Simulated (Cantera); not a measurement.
Cantera run:

```python
import numpy as np
import cantera as ct

gas_names = """
    AL ALH ALN ALO ALOH ALO2 ALO2H AL2 AL2O AL2O2 H HALO HNO HNO2 HNO3 HO2 H2 H2O H2O2 N NH NH2 NH3
    NH2OH NO NO2 NO3 N2 N2H2 N2H4 N2O O OH O2 O3
""".split()
cond_names = """
    AL(cr) AL(L) ALN(s) AL2O3(a) AL2O3(L) H2O(s) H2O(L)
""".split()


def load(file, names, dense=False):
    # The tables refer to 1 bar. Condensed volumes are neglected.
    table = {s.name: s for s in ct.Species.list_from_file(file)}
    out = []
    for n in names:
        d = dict(table[n].input_data)
        d["thermo"] = dict(d["thermo"], **{"reference-pressure": 1e5})
        if dense:
            d["equation-of-state"] = {"model": "constant-volume", "density": "1e6 g/cm^3"}
        out.append(ct.Species.from_dict(d))
    return out


gas = ct.Solution(thermo="ideal-gas", species=load("nasa_gas.yaml", gas_names))
cond = {s.name: ct.Solution(thermo="fixed-stoichiometry", species=[s], name=s.name)
        for s in load("nasa_condensed.yaml", cond_names, dense=True)}
atoms = {
    'Al': {'AL': 1},
    'N2': {'N': 2},
    'H2': {'H': 2},
    'H2O': {'H': 2, 'O': 1},
}
top_T = {'ALN(s)': 2750}  # K; cautious upper limits of use, not melting points


def equilibrate(T, P, feed):
    n = {}
    for name, mol in feed.items():
        for a, k in atoms[name].items():
            n[a] = n.get(a, 0.0) + k * mol
    gas.TPX = T, P, n
    mass = sum(n.values()) * gas.mean_molecular_weight
    gas.equilibrate("TP")
    valid = [c for c in cond.values() if c.min_temp <= T <= top_T.get(c.name, c.max_temp)]
    mix = ct.Mixture([(gas, mass / gas.mean_molecular_weight)] + [(c, 0.0) for c in valid])
    mix.T, mix.P = T, P
    mix.equilibrate("TP", solver="vcs", rtol=1e-11, max_steps=5000)
    return mix


results = []
feed = {'Al': 1, 'N2': 1.7, 'H2': 1.6, 'H2O': 6}  # mol
T = 2075  # K
P = 3800  # Pa
mix = equilibrate(T, P, feed)
results.append((T, P, feed, dict(zip(mix.species_names, mix.species_moles))))
print(gas.report(threshold=0.0001))
for i in range(1, mix.n_phases):
    print(f"{mix.phase(i).name:16s} {mix.phase_moles(i):12.5e} mol")
```

Result:

```
       temperature   2075 K
          pressure   3800 Pa
           density   0.0031811 kg/m^3
  mean mol. weight   14.443 kg/kmol
   phase of matter   gas

                          1 kg             1 kmol
                     ---------------   ---------------
          enthalpy       -3.3297e+06        -4.809e+07  J
   internal energy       -4.5243e+06       -6.5343e+07  J
           entropy             18990        2.7428e+05  J/K
    Gibbs function       -4.2735e+07       -6.1721e+08  J
 heat capacity c_p            2989.6             43178  J/K
 heat capacity c_v            2413.9             34864  J/K

                      mass frac. Y      mole frac. X     chem. pot. / RT
                     ---------------   ---------------   ---------------
                 H        0.00054668         0.0078329           -11.991
                H2           0.04587           0.32861           -23.981
               H2O           0.59902           0.48024           -45.654
                N2           0.35288           0.18193            -32.04
                OH         0.0015384         0.0013064           -33.663
     [  +30 minor]        0.00014506        7.6278e-05

AL(L)             0.00000e+00 mol
ALN(s)            0.00000e+00 mol
AL2O3(a)          4.99984e-01 mol
```

Cantera equilibrium calculation (NASA polynomials, part measured and part estimated; ideal gas, pure solids and liquids). Gases not in the tables: Al(OH)3.
